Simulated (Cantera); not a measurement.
## Thermodynamics of hydrogen reduction and annealing atmospheres, feed Cu2O + H2 + H2O

Input: 1 mol Cu2O, 6.3 mol H2, 0.79 mol H2O, held at 1.60 bar.

Method: chemical equilibrium by Gibbs-energy minimisation in Cantera with the NASA 1993 tables (ideal gas, pure condensed phases). Candidate condensed phases: Cu, CuO, Cu(OH)2, Cu2O, H2O; 12 gas species. Rates play no part.

```json
[
 {"T (K)": "825", "x H2": "0.748", "x H2O": "0.252", "x Cu": "<1e-12", "x H": "5.42e-12", "n Cu(s)": "2.00", "n Cu(l)": "0"},
 {"T (K)": "1025", "x H2": "0.748", "x H2O": "0.252", "x Cu": "2.59e-11", "x H": "2.98e-9", "n Cu(s)": "2.00", "n Cu(l)": "0"},
 {"T (K)": "1225", "x H2": "0.748", "x H2O": "0.252", "x Cu": "1.51e-8", "x H": "2.13e-7", "n Cu(s)": "2.00", "n Cu(l)": "0"},
 {"T (K)": "1425", "x H2": "0.748", "x H2O": "0.252", "x Cu": "1.36e-6", "x H": "4.66e-6", "n Cu(s)": "0", "n Cu(l)": "2.00"},
 {"T (K)": "1625", "x H2": "0.747", "x H2O": "0.252", "x Cu": "3.57e-5", "x H": "4.82e-5", "n Cu(s)": "0", "n Cu(l)": "2.00"},
 {"T (K)": "1825", "x H2": "0.747", "x H2O": "0.252", "x Cu": "0.000450", "x H": "0.000301", "n Cu(s)": "0", "n Cu(l)": "2.00"},
 {"T (K)": "2025", "x H2": "0.744", "x H2O": "0.251", "x Cu": "0.00339", "x H": "0.00131", "n Cu(s)": "0", "n Cu(l)": "1.98"}
]
```
x: gas mole fraction; n: condensed amount in mol.

From 825 K to 1225 K the condensed part is Cu(s). From 1425 K to 2025 K the condensed part is Cu(l).
